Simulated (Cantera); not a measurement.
A jet of CH₄ : O₂ : N₂ = 0.017 : 0.2 : 0.79 (molar parts) at 300 K and 37.5 Torr hits a platinum plate 4.7 cm away at a mass flux of 0.034 kg/m²/s; the plate temperature is set and raised in steps from an oxygen-covered start.

Detailed kinetics in Cantera: Deutschmann's 1995 Pt surface mechanism with GRI-Mech 3.0 gas chemistry. Catalytic surfaces can have several steady states; this one follows from the mechanism file's or the stated starting coverage.

One state of this run: wall x CH₄ = 0.00518; wall x O₂ = 0.174; wall x H₂O = 0.0216; wall x OH = 1.31e-6; wall x CO = 6.37e-6; wall x CO₂ = 0.0142; θ free Pt = 0.470; θ O* = 0.529. x: mole fraction at the wall; θ: surface coverage.

Q: Which value of plate T (K) does it belong to?
A) 1050
B) 950
C) 1100
D) 1000

A: C, 1100
